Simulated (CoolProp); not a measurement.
R11 at 298.15 K and 0.0483 MPa flows at 4 m/s in a round tube of 50 mm bore and 15 µm roughness, fully developed (64/Re and Nu = 3.66 if laminar; Colebrook and Gnielinski if turbulent). Each further row changes one setting.

Model: reference Helmholtz-energy equation of state, Jacobsen 1992, in CoolProp.

| case | Reynolds number | Darcy friction factor | pressure drop (Pa/m) | heat-transfer coefficient (W/(m² K)) | mass flow (kg/h) |
|---|---|---|---|---|---|
| as stated | 53300 | 0.0217 | 9.43 | 19.6 | 76.9 |
| velocity 8 m/s | 107000 | 0.0193 | 33.6 | 35.0 | 154 |
| diameter 100 mm | 107000 | 0.0186 | 4.04 | 16.8 | 308 |

Viscosity comes from a separate model (Klein 1997), an estimate that may be off by 10 % or more. Thermal conductivity comes from a separate model (McLinden 2000), an estimate that may be off by 10 % or more.
